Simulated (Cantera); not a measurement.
An isothermal, constant-pressure homogeneous reactor starts with 59.5 % CH4, 31.5 % CO2, 8.93 % H2, at 1625 K and 3.30 bar.

Model: GRI-Mech 3.0 (53 species, 325 reactions), integrated in Cantera. GRI-Mech 3.0 stops at C3 and has no aromatics, soot or wall deposition, so with more carbon than oxygen in the feed, carbon stays in small species such as C2H2 where larger ones or solid carbon would form.

One state of this run: x CH4 = 0.0635; x CO2 = 2.49e-6; x H2 = 0.537; x OH = 2.64e-11; x HO2 = <1e-12; x H = 2.86e-5; x C2H4 = 0.00633. x: mole fraction; the columns are a selection and need not sum to one.

**Question.** Which value of t (s) does it belong to?
(A) 0.00850
(B) 2.35
(C) 6.01
(D) 39.2

**Answer.** D, 39.2
